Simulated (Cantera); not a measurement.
Input: 1 mol SiC, 0.13 mol H₂O, 640 mol H₂, held at 2223.15 K.

These are equilibrium values from Cantera (NASA tables, ideal gas, pure condensed phases), not measurements of a reactor. Candidate condensed phases: C, C₆H₆, C₇H₈, C₈H₁₈, H₂O, Si, SiC, SiO₂; 123 gas species. Gases not in the tables: Si₂H₆ and higher silanes. Equilibrium is a limit: real reactors are often held back by kinetics, nucleation or transport.

x: gas mole fraction; n: condensed amount in mol.

```json
[
 {"P (Pa)": "0.100", "x H₂": "0.0231", "x H": "0.975", "x Si": "0.000794", "x C₂H₂ (acetylene)": "3.31e-6", "x C": "…", "n SiC(s)": "0"},
 {"P (Pa)": "2.50", "x H₂": "0.298", "x H": "0.700", "x Si": "0.000977", "x C₂H₂ (acetylene)": "0.000300", "x C": "…", "n SiC(s)": "0"},
 {"P (Pa)": "63", "x H₂": "0.773", "x H": "0.225", "x Si": "0.00134", "x C₂H₂ (acetylene)": "0.000558", "x C": "…", "n SiC(s)": "0"},
 {"P (Pa)": "1600", "x H₂": "0.948", "x H": "0.0494", "x Si": "0.00136", "x C₂H₂ (acetylene)": "0.000619", "x C": "…", "n SiC(s)": "0"},
 {"P (Pa)": "40000", "x H₂": "0.989", "x H": "0.0101", "x Si": "0.000437", "x C₂H₂ (acetylene)": "0.000263", "x C": "…", "n SiC(s)": "0.502"},
 {"P (Pa)": "1000000", "x H₂": "0.997", "x H": "0.00202", "x Si": "4.25e-5", "x C₂H₂ (acetylene)": "4.50e-5", "x C": "…", "n SiC(s)": "0.666"}
]
```

**Question.** Complete the blanks.

**Answer.** 
- 0.100, x C: 0.000510
- 2.50, x C: 5.40e-5
- 63, x C: 1.82e-6
- 1600, x C: 6.80e-8
- 40000, x C: 1.74e-9
- 1000000, x C: 2.86e-11
